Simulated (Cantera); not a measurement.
What does this Cantera script print?

```python
import numpy as np
import cantera as ct

gas_names = """
    CL CL2 H HCL H2 Si SiCL SiCL2 SiCL3 SiCL4 SiH SiHCL3 SiH2 SiH2CL2 SiH3 SiH3CL SiH4 Si2 Si3
""".split()
cond_names = """
    Si(cr) Si(L)
""".split()


# ... load() reads the species with a 1 bar reference pressure and builds the phases ...
atoms = {
    'SiHCl3': {'Si': 1, 'H': 1, 'CL': 3},
    'Cl2': {'CL': 2},
    'H2': {'H': 2},
}
top_T = {}  # K; cautious upper limits of use, not melting points


# ... equilibrate(T, P, feed) seeds the gas with the atoms and calls Mixture.equilibrate('TP', solver="vcs", rtol=1e-11, max_steps=5000) ...
results = []
T = 900  # K
P = 3400  # Pa
for m in [0.036, 0.052, 0.075, 0.11, 0.15, 0.22, 0.32, 0.46]:
    feed = {'SiHCl3': 1, 'Cl2': m, 'H2': 4.3}  # mol
    mix = equilibrate(T, P, feed)
    results.append((T, P, feed, dict(zip(mix.species_names, mix.species_moles))))
    x = sorted(zip(gas.X, gas.species_names), reverse=True)
    print(f"T = {T:g} K  P = {P:g} Pa  n(Cl2) = {m:g} mol  gas = {mix.phase_moles(0):.4g} mol")
    print("   x: " + "  ".join(f"{s} {v:.3e}" for v, s in x if v > 0.0001))
    print("   condensed (mol): " + ("  ".join(f"{mix.phase(i).name} {mix.phase_moles(i):.4g}"
          for i in range(1, mix.n_phases) if mix.phase_moles(i) > 1e-12) or "none"))
```

It prints:

```
T = 900 K  P = 3400 Pa  n(Cl2) = 0.036 mol  gas = 5.545 mol
   x: H2 8.465e-01  SiCL4 1.151e-01  SiHCL3 2.651e-02  HCL 1.044e-02  SiCL3 6.501e-04  SiH2CL2 5.791e-04  SiCL2 1.750e-04
   condensed (mol): Si(cr) 0.2067
T = 900 K  P = 3400 Pa  n(Cl2) = 0.052 mol  gas = 5.553 mol
   x: H2 8.452e-01  SiCL4 1.162e-01  SiHCL3 2.668e-02  HCL 1.046e-02  SiCL3 6.548e-04  SiH2CL2 5.810e-04  SiCL2 1.758e-04
   condensed (mol): Si(cr) 0.1984
T = 900 K  P = 3400 Pa  n(Cl2) = 0.075 mol  gas = 5.564 mol
   x: H2 8.433e-01  SiCL4 1.178e-01  SiHCL3 2.693e-02  HCL 1.048e-02  SiCL3 6.615e-04  SiH2CL2 5.837e-04  SiCL2 1.770e-04
   condensed (mol): Si(cr) 0.1866
T = 900 K  P = 3400 Pa  n(Cl2) = 0.11 mol  gas = 5.581 mol
   x: H2 8.405e-01  SiCL4 1.202e-01  SiHCL3 2.729e-02  HCL 1.052e-02  SiCL3 6.716e-04  SiH2CL2 5.877e-04  SiCL2 1.788e-04
   condensed (mol): Si(cr) 0.1685
T = 900 K  P = 3400 Pa  n(Cl2) = 0.15 mol  gas = 5.601 mol
   x: H2 8.373e-01  SiCL4 1.230e-01  SiHCL3 2.771e-02  HCL 1.056e-02  SiCL3 6.830e-04  SiH2CL2 5.921e-04  SiCL2 1.808e-04
   condensed (mol): Si(cr) 0.1479
T = 900 K  P = 3400 Pa  n(Cl2) = 0.22 mol  gas = 5.635 mol
   x: H2 8.317e-01  SiCL4 1.277e-01  SiHCL3 2.841e-02  HCL 1.062e-02  SiCL3 7.028e-04  SiH2CL2 5.994e-04  SiCL2 1.843e-04
   condensed (mol): Si(cr) 0.1117
T = 900 K  P = 3400 Pa  n(Cl2) = 0.32 mol  gas = 5.683 mol
   x: H2 8.239e-01  SiCL4 1.345e-01  SiHCL3 2.939e-02  HCL 1.071e-02  SiCL3 7.303e-04  SiH2CL2 6.092e-04  SiCL2 1.891e-04
   condensed (mol): Si(cr) 0.06014
T = 900 K  P = 3400 Pa  n(Cl2) = 0.46 mol  gas = 5.763 mol
   x: H2 8.131e-01  SiCL4 1.469e-01  SiHCL3 2.546e-02  HCL 1.332e-02  SiCL3 6.370e-04  SiH2CL2 4.187e-04  SiCL2 1.317e-04
   condensed (mol): none
```

Cantera equilibrium calculation (NASA polynomials, part measured and part estimated; ideal gas, pure solids and liquids). The tables' values for SiCl3 are old estimates; treat these amounts as uncertain.
